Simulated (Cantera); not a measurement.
A perfectly stirred reactor is fed with C2H6 : N2 = 1 : 71 (molar parts), at 0.000200 bar; it is held at 1800 K, and followed from long to short residence time.

Computed with Cantera and GRI-Mech 3.0 (53 species, 325 reactions). GRI-Mech 3.0 stops at C3 and has no aromatics, soot or wall deposition, so with more carbon than oxygen in the feed, carbon stays in small species such as C2H2 where larger ones or solid carbon would form. Radical loss at walls, strong at low pressure, is not modelled.

**Question.** What does this change do: pressure from 0.000200 bar to 0.133 bar?

**Answer.** 
```
quantity                  before     after
----------------------  --------  --------
x(C2H6) at τ = 0.370 s  0.000399   2.84e-6
x(C2H4) at τ = 0.370 s   0.00174   1.91e-5
x(CH3) at τ = 0.370 s    0.00345  0.000144
x(H) at τ = 0.370 s      0.00111  0.000275
x(HCN) at τ = 0.370 s    5.91e-5  0.000320
x(C2H6) at τ = 45.0 ms   0.00274   2.02e-5
x(C2H4) at τ = 45.0 ms   0.00365  0.000107
x(CH3) at τ = 45.0 ms    0.00826  0.000377
x(H) at τ = 45.0 ms      0.00106  0.000376
x(HCN) at τ = 45.0 ms    1.35e-5  0.000167
```

**Question.** What does this change do: pressure from 0.000200 bar to 0.0180 bar?

**Answer.** 
| quantity | before | after |
|---|---|---|
| x(C2H6) at τ = 0.370 s | 0.000399 | 9.82e-6 |
| x(C2H4) at τ = 0.370 s | 0.00174 | 6.15e-5 |
| x(CH3) at τ = 0.370 s | 0.00345 | 0.000345 |
| x(H) at τ = 0.370 s | 0.00111 | 0.000546 |
| x(HCN) at τ = 0.370 s | 5.91e-5 | 0.000348 |
| x(C2H6) at τ = 45.0 ms | 0.00274 | 7.39e-5 |
| x(C2H4) at τ = 45.0 ms | 0.00365 | 0.000385 |
| x(CH3) at τ = 45.0 ms | 0.00826 | 0.000992 |
| x(H) at τ = 45.0 ms | 0.00106 | 0.000672 |
| x(HCN) at τ = 45.0 ms | 1.35e-5 | 0.000133 |
